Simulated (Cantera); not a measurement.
# Thermodynamics of fluorocarbon and chlorocarbon gases, feed CH2F2 + F2 + H2

Feed: 1 mol CH2F2, 0.056 mol F2, 20 mol H2, equilibrated at 1.50e-5 bar.

Equilibrium computed with Cantera from the NASA thermochemical tables; the gas is ideal and each condensed phase is pure. Candidate condensed phases: C, C6H6, C7H8, C8H18; 110 gas species. Ions and electrons are included (thermal ionisation). Kinetics and transport are ignored.

From 2227 °C to 4727 °C nothing is condensed. The main C-bearing gas is C3 at 2227 °C and C at 4727 °C.

| T (°C) | x H | x F | x HF | x C | x H2 | x C3 | x e- | x C+ |
|---|---|---|---|---|---|---|---|---|
| 2227 | 0.917 | 0.00441 | 0.0460 | 0.00597 | 0.0200 | 0.00517 | 8.52e-9 | 1.28e-10 |
| 2727 | 0.930 | 0.0431 | 0.00390 | 0.0220 | 0.000521 | 5.77e-6 | 3.11e-7 | 1.24e-7 |
| 3227 | 0.931 | 0.0467 | 0.000139 | 0.0222 | 3.73e-5 | 2.73e-9 | 5.44e-6 | 5.25e-6 |
| 3727 | 0.931 | 0.0468 | 1.06e-5 | 0.0221 | 5.12e-6 | 8.49e-12 | 6.61e-5 | 6.37e-5 |
| 4227 | 0.931 | 0.0468 | 1.43e-6 | 0.0217 | 1.09e-6 | <1e-12 | 0.000474 | 0.000439 |
| 4727 | 0.929 | 0.0467 | 2.84e-7 | 0.0201 | 3.13e-7 | <1e-12 | 0.00229 | 0.00198 |
x: gas mole fraction; nothing condenses.
